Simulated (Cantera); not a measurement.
## Iron carbonyl, mercury and lead vapours: PbO + H2

Feed: 1 mol PbO, 0.071 mol H2, at 10000 Pa.

These are equilibrium values from Cantera (NASA tables, ideal gas, pure condensed phases), not measurements of a reactor. Candidate condensed phases: H2O, Pb, PbO, PbO2, Pb3O4; 12 gas species. Each liquid is taken as pure. Mutual solubility and eutectic melting of coexisting phases are not modelled. Gases not in the tables: (PbO)n polymers. Rates play no part.

From 727 °C to 877 °C the condensed part is Pb(l) + PbO(yellow). From 927 °C to 1277 °C the condensed part is Pb(l) + PbO(l).

```
T (°C)  x H2O      x Pb     x PbO      x H2     x Pb2      x O2     x OH       x H  n Pb(l)  n PbO(yellow)  n PbO(l)
------  -----  --------  --------  --------  --------  --------  -------  --------  -------  -------------  --------
727     1.000  0.000162   3.05e-6  0.000147  5.10e-10  3.52e-12  1.31e-9  8.71e-11   0.0710          0.929         0
777     0.999  0.000465   1.48e-5  0.000175   2.98e-9  4.26e-11  6.19e-9  3.39e-10   0.0710          0.929         0
827     0.999   0.00121   6.19e-5  0.000206   1.48e-8  4.08e-10  2.54e-8   1.17e-9   0.0709          0.929         0
877     0.997   0.00290  0.000228  0.000240   6.33e-8   3.19e-9  9.18e-8   3.65e-9   0.0708          0.929         0
927     0.993   0.00643  0.000682  0.000302   2.40e-7   1.74e-8  2.85e-7   1.08e-8   0.0705              0     0.929
977     0.984    0.0134   0.00183  0.000381   8.12e-7   7.95e-8  7.96e-7   2.98e-8   0.0700              0     0.929
1027    0.969    0.0262   0.00451  0.000470   2.50e-6   3.21e-7  2.04e-6   7.58e-8   0.0690              0     0.929
1077    0.940    0.0489    0.0104  0.000564   7.05e-6   1.16e-6  4.84e-6   1.79e-7   0.0673              0     0.928
1127    0.890    0.0871    0.0224  0.000653   1.84e-5   3.79e-6  1.06e-5   3.93e-7   0.0640              0     0.927
1177    0.805     0.149    0.0456  0.000714   4.49e-5   1.14e-5  2.16e-5   7.99e-7   0.0578              0     0.925
1227    0.665     0.246    0.0882  0.000708  0.000103   3.16e-5  3.97e-5   1.48e-6   0.0447              0     0.920
1277    0.444     0.392     0.163  0.000562  0.000223   8.18e-5  6.28e-5   2.36e-6  0.00842              0     0.903
```
x: gas mole fraction; n: condensed amount in mol.
